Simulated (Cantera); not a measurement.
# Silicon nitride deposition: SiH2Cl2 + N2

Feed: 1 mol SiH2Cl2, 74 mol N2, held at 0.133 bar.

Cantera equilibrium calculation (NASA polynomials, part measured and part estimated; ideal gas, pure solids and liquids). Candidate condensed phases: NH4Cl, Si, Si3N4; 28 gas species. N2 is the only nitrogen source here; it is nearly inert below about 1500 K, so the nitride shown seldom forms there in practice. The tables' values for SiCl3, SiCl are old estimates; treat these amounts as uncertain. The numbers say what is thermodynamically allowed, not how fast it happens.

From 977 °C to 1627 °C the condensed part is Si3N4(s). The main Si-bearing gas is SiCl4 at 977 °C and SiCl2 at 1627 °C. The share of Si in condensed phases is highest at 977 °C (88.4 %) and lowest at 1627 °C (30.6 %).

| T (°C) | x N2 | x HCl | x H2 | x SiCl2 | n Si3N4(s) |
|---|---|---|---|---|---|
| 977 | 0.975 | 0.0206 | 0.00300 | 3.47e-5 | 0.295 |
| 1027 | 0.975 | 0.0206 | 0.00296 | 9.40e-5 | 0.294 |
| 1077 | 0.975 | 0.0206 | 0.00296 | 0.000231 | 0.292 |
| 1127 | 0.975 | 0.0205 | 0.00303 | 0.000511 | 0.287 |
| 1177 | 0.974 | 0.0201 | 0.00320 | 0.00101 | 0.277 |
| 1227 | 0.974 | 0.0194 | 0.00353 | 0.00175 | 0.264 |
| 1277 | 0.974 | 0.0184 | 0.00404 | 0.00269 | 0.245 |
| 1327 | 0.974 | 0.0171 | 0.00470 | 0.00372 | 0.224 |
| 1377 | 0.974 | 0.0155 | 0.00547 | 0.00475 | 0.202 |
| 1427 | 0.974 | 0.0139 | 0.00627 | 0.00575 | 0.180 |
| 1477 | 0.974 | 0.0122 | 0.00707 | 0.00669 | 0.158 |
| 1527 | 0.974 | 0.0107 | 0.00781 | 0.00754 | 0.138 |
| 1577 | 0.974 | 0.00929 | 0.00849 | 0.00829 | 0.120 |
| 1627 | 0.973 | 0.00802 | 0.00907 | 0.00894 | 0.102 |
x: gas mole fraction; n: condensed amount in mol.
